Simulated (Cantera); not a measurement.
A perfectly stirred reactor is fed with 93.1 % NO, 6.89 % N₂, at 1.70 bar; it is held at 1600 K, and followed from long to short residence time.

Cantera simulation using GRI-Mech 3.0 (53 species, 325 reactions); the numbers are that mechanism's predictions, not measurements.

Predict: x(NO) at τ = 16.0 s; x(N₂O) at τ = 16.0 s; x(NO₂) at τ = 16.0 s; x(O₂) at τ = 16.0 s; x(N₂) at τ = 16.0 s; x(NO) at τ = 0.180 s; x(N₂O) at τ = 0.180 s; x(NO₂) at τ = 0.180 s; x(O₂) at τ = 0.180 s; x(N₂) at τ = 0.180 s.


- x(NO) at τ = 16.0 s: 0.498
- x(N₂O) at τ = 16.0 s: 9.16e-5
- x(NO₂) at τ = 16.0 s: 0.00265
- x(O₂) at τ = 16.0 s: 0.214
- x(N₂) at τ = 16.0 s: 0.285
- x(NO) at τ = 0.180 s: 0.915
- x(N₂O) at τ = 0.180 s: 0.000304
- x(NO₂) at τ = 0.180 s: 0.00117
- x(O₂) at τ = 0.180 s: 0.00719
- x(N₂) at τ = 0.180 s: 0.0766
